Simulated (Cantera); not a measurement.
Ignition delay

Mixture: CH4 : O2 : N2 = 1 : 0.952 : 3.58 (molar parts), at 1.00 atm, adiabatic and at constant volume. Ignition delay is the time to a rise of 400 K.

Model: GRI-Mech 3.0 (53 species, 325 reactions), integrated in Cantera.

| T0 (K) | delay (ms) |
|---|---|
| 1150 | 134 |
| 1225 | 44.9 |
| 1300 | 16.2 |
| 1375 | 6.28 |
| 1450 | 2.59 |
| 1525 | 1.15 |
| 1600 | 0.549 |
| 1675 | 0.285 |

```
Property                                                 Value
--------------------------------------------------  ----------
apparent activation energy between 1525 and 1675 K  200 kJ/mol
```
